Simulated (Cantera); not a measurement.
Feed: 1 mol Ta₂O₅, 2.8 mol CO, at 1073 K and 1.80 mbar.

Method: chemical equilibrium by Gibbs-energy minimisation in Cantera with the NASA 1993 tables (ideal gas, pure condensed phases). Candidate condensed phases: C, Ta, TaC, Ta₂O₅; 15 gas species. Mutual solubility and eutectic melting of coexisting phases are not modelled. TaC: taken at fixed stoichiometry. Condensed phases not in the tables: Ta₂C. Equilibrium is a limit: real reactors are often held back by kinetics, nucleation or transport.

Base state: CO 1.000, CO₂ 0.000362 (mole fractions); condensed: TaC(s) + Ta₂O₅(s).

Problem. What changes in the equilibrium state with this change: pressure from 1.80 mbar to 10.0 mbar?

Solution. 
```
species             before    after
----------------  --------  -------
CO                   1.000    0.999
CO₂               0.000362  0.00140
TaC(s), mol       0.000290        0
Ta₂O₅(s), mol        1.000     1.00
C(graphite), mol         0  0.00393
```
